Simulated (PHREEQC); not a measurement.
A solution holds 1.1 mmol/kgw Al2(SO4)3, at 20 °C. Closed to the air; pH follows from the charge balance.

Computed with PHREEQC (ion-association model, phreeqc.dat).

No solid was allowed to form.

Problem. Predict the pH, ionic strength.

Solution. pH 4.25; ionic strength 0.00763 mol/kgw.

Problem. In which forms is Al present?

Solution. AlSO4+ 63 %, Al+3 32 %, AlOH+2 2.7 %, Al(SO4)2- 2.4 % of the Al.

Saturation is exceeded, for instance for Gibbsite (slow to form); the values hold only as long as no solid forms. Species that the database lacks are ignored.
